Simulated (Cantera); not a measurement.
## Premixed flame

A freely propagating, adiabatic, planar premixed flame of H2 : O2 : N2 = 1 : 0.649 : 2.44 (molar parts), equivalence ratio 0.77, unburnt at 475 K and 1.60 bar; unity-Lewis-number transport, grid criteria slope 0.08 and curve 0.16, no radiation.

Model: the H2/O2 subset of GRI-Mech 3.0, which has no nitrogen chemistry, integrated in Cantera. Unity Lewis numbers drop preferential diffusion, which matters most where H2 and H carry the flame. Burning velocities carry a grid error of a few per cent, more on coarse grids.

| z (mm) | T (K) | u (m/s) | x H2 | x O2 | x H | x OH | x HO2 | x H2O |
|---|---|---|---|---|---|---|---|---|
| -0.517 | 475 | 2.83 | 0.245 | 0.159 | <1e-8 | <1e-8 | 1.11e-8 | 4.64e-7 |
| -0.345 | 475 | 2.83 | 0.245 | 0.159 | <1e-8 | <1e-8 | 2.72e-7 | 1.15e-5 |
| -0.259 | 475 | 2.84 | 0.245 | 0.159 | <1e-8 | <1e-8 | 1.43e-6 | 6.09e-5 |
| -0.172 | 480 | 2.86 | 0.244 | 0.158 | <1e-8 | 1.93e-8 | 1.40e-5 | 0.000600 |
| -0.0862 | 577 | 3.42 | 0.233 | 0.153 | 3.10e-5 | 3.37e-5 | 0.000266 | 0.0127 |
| -0.0431 | 887 | 5.15 | 0.193 | 0.134 | 0.00331 | 0.000741 | 0.000296 | 0.0563 |
| 0 | 1310 | 7.40 | 0.104 | 0.0926 | 0.0242 | 0.00425 | 0.000129 | 0.140 |
| 0.0431 | 1580 | 8.76 | 0.0428 | 0.0610 | 0.0344 | 0.0104 | 6.74e-5 | 0.198 |
| 0.0862 | 1724 | 9.45 | 0.0279 | 0.0512 | 0.0283 | 0.0136 | 4.68e-5 | 0.217 |
| 0.172 | 1877 | 10.2 | 0.0217 | 0.0468 | 0.0178 | 0.0151 | 3.20e-5 | 0.231 |
| 0.345 | 2015 | 10.8 | 0.0159 | 0.0439 | 0.00934 | 0.0149 | 2.01e-5 | 0.244 |
| 0.690 | 2127 | 11.3 | 0.0100 | 0.0419 | 0.00401 | 0.0129 | 1.15e-5 | 0.257 |
| 1.38 | 2202 | 11.6 | 0.00538 | 0.0408 | 0.00145 | 0.0100 | 6.52e-6 | 0.265 |
x: mole fraction of selected species; z is measured from the peak of heat release.

```yaml
laminar_burning_velocity: 283 cm/s
thermal_thickness: 0.172 mm
peak x(H): 0.0345
peak x(OH): 0.0153
peak x(HO2): 0.000379
grid_points: 110
```
